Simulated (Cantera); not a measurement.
A freely propagating, adiabatic, planar premixed flame of CH4 : H2 : O2 : N2 = 1 : 0.94 : 1.76 : 6.63 (molar parts), unburnt at 550 K and 750 Torr; multicomponent transport, grid criteria slope 0.08 and curve 0.16, no radiation.

Model: GRI-Mech 3.0 (53 species, 325 reactions), integrated in Cantera. Burning velocities carry a grid error of a few per cent, more on coarse grids.

x: mole fraction of selected species; z is measured from the peak of heat release.

| z (mm) | T (K) | u (m/s) | x CH4 | x H2 | x O2 | x CH3 | x CO2 | x CH2 |
|---|---|---|---|---|---|---|---|---|
| -1.04 | 550 | 1.19 | 0.0968 | 0.0908 | 0.170 | <1e-8 | 4.22e-8 | <1e-8 |
| -0.691 | 553 | 1.19 | 0.0968 | 0.0903 | 0.170 | 9.47e-8 | 8.43e-7 | <1e-8 |
| -0.518 | 564 | 1.22 | 0.0965 | 0.0896 | 0.170 | 6.72e-7 | 8.05e-6 | <1e-8 |
| -0.345 | 641 | 1.39 | 0.0933 | 0.0880 | 0.166 | 1.24e-5 | 0.000135 | <1e-8 |
| -0.173 | ___ | 2.34 | ___ | 0.0857 | ___ | ___ | ___ | ___ |
| -0.0863 | 1469 | 3.24 | 0.0406 | 0.0842 | 0.0941 | 0.00300 | 0.00598 | 1.02e-5 |
| 0 | 1829 | 4.08 | 0.0131 | 0.0802 | 0.0475 | 0.00435 | 0.0121 | 7.40e-5 |
| 0.0863 | 2014 | 4.52 | 0.00229 | 0.0737 | 0.0179 | 0.00177 | 0.0187 | 7.69e-5 |
| 0.173 | 2076 | 4.65 | 0.000314 | 0.0696 | 0.00620 | 0.000374 | 0.0241 | 2.40e-5 |
| 0.345 | 2104 | 4.71 | ___ | 0.0685 | ___ | ___ | ___ | ___ |
| 0.691 | 2124 | 4.74 | 3.15e-8 | 0.0697 | 0.000555 | 5.60e-8 | 0.0332 | <1e-8 |
| 1.38 | 2148 | 4.78 | <1e-8 | 0.0703 | 0.000372 | <1e-8 | 0.0336 | <1e-8 |
| 2.76 | 2174 | 4.83 | <1e-8 | 0.0708 | 0.000208 | <1e-8 | 0.0333 | <1e-8 |

**Question.** What belongs in the gaps?

**Answer.** 
- -0.173, T (K): 1070
- -0.173, x CH4: 0.0691
- -0.173, x O2: 0.134
- -0.173, x CH3: 0.000599
- -0.173, x CO2: 0.00218
- -0.173, x CH2: 3.27e-7
- 0.345, x CH4: 7.66e-6
- 0.345, x O2: 0.00123
- 0.345, x CH3: 1.19e-5
- 0.345, x CO2: 0.0301
- 0.345, x CH2: 1.04e-6
